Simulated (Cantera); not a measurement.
Input: 1 mol Pb, 1.5 mol CO, 8.4 mol H2, at 923 K and 1.00 bar.

These are equilibrium values from Cantera (NASA tables, ideal gas, pure condensed phases), not measurements of a reactor. Candidate condensed phases: C, C6H6, C7H8, C8H18, H2O, Pb, PbO, PbO2, Pb3O4; 113 gas species. Equilibrium is a limit: real reactors are often held back by kinetics, nucleation or transport.

Base state: H2 0.730, CH4 0.103, H2O 0.0872, CO 0.0642, CO2 0.0157 (mole fractions); condensed: Pb(l).

Problem. What changes in the equilibrium state with this change: CO from 1.5 to 1.9 mol?

Solution. 
```csv
species,before,after
H2,0.730,0.688
CH4,0.103,0.110
H2O,0.0872,0.0920
CO,0.0642,0.0867
CO2,0.0157,0.0237
"Pb(l), mol",1.000,1.000
"C(graphite), mol",0,0.0483
```

Problem. What changes in the equilibrium state with this change: Pb replaced by PbO?

Solution. 
| species | before | after |
|---|---|---|
| H2 | 0.730 | 0.687 |
| H2O | 0.0872 | 0.143 |
| CO | 0.0642 | 0.0760 |
| CH4 | 0.103 | 0.0619 |
| CO2 | 0.0157 | 0.0324 |
| Pb(l), mol | 1.000 | 1.000 |
